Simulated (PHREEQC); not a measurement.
Make-up at 25 °C: 67 mmol/kgw Na2SeO4, 24 mmol/kgw Li2CO3 and 0.0042 mmol/kgw Ca(HCO3)2. Closed to the air; pH follows from the charge balance.

All values are PHREEQC results (ion-association model, wateq4f.dat), not measurements.

```yaml
pH: 10.95
ionic_strength: 0.254 mol/kgw
total_alkalinity: 48.0 meq/kg
```

```tsv
species	molality	activity	log γ
Na+	0.125	0.0914	-0.136
SeO4-2	0.0670	0.0199	-0.528
Li+	0.0480	0.0357	-0.129
CO3-2	0.0136	0.00390	-0.543
NaCO3-	0.00908	0.00664	-0.136
OH-	0.00130	0.000896	-0.163
HCO3-	0.00127	0.000926	-0.136
NaHCO3	4.49e-5	4.76e-5	0.025
CaCO3	2.72e-6	2.88e-6	0.025
Ca+2	1.46e-6	4.41e-7	-0.520
CO2	2.20e-8	2.33e-8	0.025
CaOH+	8.81e-9	6.55e-9	-0.129
CaHCO3+	7.01e-9	5.21e-9	-0.129
```

Precipitation was switched off in this run. Species that the database lacks are ignored.
